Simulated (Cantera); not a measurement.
A closed system holds: 1 mol AlN, 0.28 mol HCl, 0.048 mol Cl₂, held at 1173 K and 100000 Pa.

These are equilibrium values from Cantera (NASA tables, ideal gas, pure condensed phases), not measurements of a reactor. Candidate condensed phases: Al, AlCl₃, AlN, NH₄Cl; 20 gas species. The tables' values for AlCl₂ are old estimates; treat these amounts as uncertain. Rates play no part.

Base state: H₂ 0.362, AlCl₃ 0.336, N₂ 0.170, HCl 0.130, Al₂Cl₆ 0.00150, AlCl₂ 3.50e-5, NH₃ 1.95e-5 (mole fractions); condensed: AlN(s).

What changes in the equilibrium state with this change: temperature from 1173 K to 773.15 K?


```tsv
species	before	after
H₂	0.362	0.410
N₂	0.170	0.191
AlCl₃	0.336	0.140
Al₂Cl₆	0.00150	0.122
HCl	0.130	0.136
AlCl₂	3.50e-5	<1e-9
NH₃	1.95e-5	0.000455
AlN(s), mol	0.889	0.888
```
